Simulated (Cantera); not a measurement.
# Thermodynamics of hydrogen reduction and annealing atmospheres, feed Cu₂O + H₂

Charge: 1 mol Cu₂O, 160 mol H₂, at 2125 K and 1.33 mbar.

Cantera equilibrium calculation (NASA polynomials, part measured and part estimated; ideal gas, pure solids and liquids). Candidate condensed phases: Cu, CuO, Cu(OH)₂, Cu₂O, H₂O; 12 gas species. The numbers say what is thermodynamically allowed, not how fast it happens.

The x(H₂) is 0.889 and the x(H) is 0.0937. The x(Cu) comes out as 0.0118 and the x(H₂O) is 0.00580. The x(OH) comes out as 7.59e-5 and the x(O) comes out as 5.68e-6. The gas amount comes out as 170.0 mol and the log10 activity of Cu(l) (absent) is -2.91.
